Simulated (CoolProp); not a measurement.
A closed Brayton cycle with dry air: compressor inlet 313.15 K and 3.8 MPa, high pressure 10.9 MPa, turbine inlet 845 K, compressor efficiency 0.85, turbine efficiency 0.85, recuperator effectiveness 0.95 (on enthalpy, no pinch check). Each further row changes one setting.

Model: reference Helmholtz-energy equation of state, Lemmon 2000, in CoolProp. It is a pseudo-pure fit of the blend.

```
case                           thermal efficiency (%)  net work (kJ/kg)  compressor to turbine work  compressor exit (K)  turbine exit (K)
-----------------------------  ----------------------  ----------------  --------------------------  -------------------  ----------------
as stated                                           ?              62.3                        0.68                443.5             670.4
turbine inlet 795 K                              25.7              50.6                        0.72                443.5             629.2
compressor inlet 323.15 K                        27.6              57.8                        0.70                457.4             670.4
high pressure 9.27 MPa                           31.6                 ?                        0.65                420.9                 ?
recuperator effectiveness 0.5                    19.5              62.3                        0.68                443.5             670.4
```

Problem. What belongs in the gaps?

Solution. 
- as stated, thermal efficiency (%): 29.6
- high pressure 9.27 MPa, net work (kJ/kg): 58.9
- high pressure 9.27 MPa, turbine exit (K): 694.6
